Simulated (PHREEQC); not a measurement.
Solution (25 °C): 0.041 mol/kgw H2SO4, 0.048 mol/kgw Al(NO3)3 and 0.00044 mol/kgw CuSO4. Closed to the air; pH follows from the charge balance.

Computed with PHREEQC (ion-association model, phreeqc.dat).

This is a speciation only: nothing precipitates in the calculation.

Task: Order these S species by the share of S that they hold, largest first: SO4-2, HSO4-, AlSO4+, Al(SO4)2-, AlHSO4+2.

Result: AlSO4+ (51 %), HSO4- (28 %), SO4-2 (14 %), Al(SO4)2- (5.2 %), AlHSO4+2 (0.61 %)

The pH is 1.26 and the ionic strength 0.251 mol/kgw.
